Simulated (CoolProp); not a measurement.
Vapour-liquid equilibrium of cyclohexane (1) + o-xylene (2) at 0.319 bar; x and y are mole fractions of (1).

The numbers come from the multi-fluid Helmholtz-energy mixture model, Zhou 2014 and Zhou 2012; pair parameters Bell 2016 in CoolProp.

Task: Give the bubble temperature and the first vapour's composition at x = 0.2, 0.35, 0.8. Is there an azeotrope?

Result: x = 0.2: 349.1 K, y = 0.722; x = 0.35: 338.7 K, y = 0.848; x = 0.8: 324.2 K, y = 0.967. No azeotrope shows between x = 0.05 and 0.95.

The pair parameters rest on a limited set of measurements; away from them the model extrapolates.
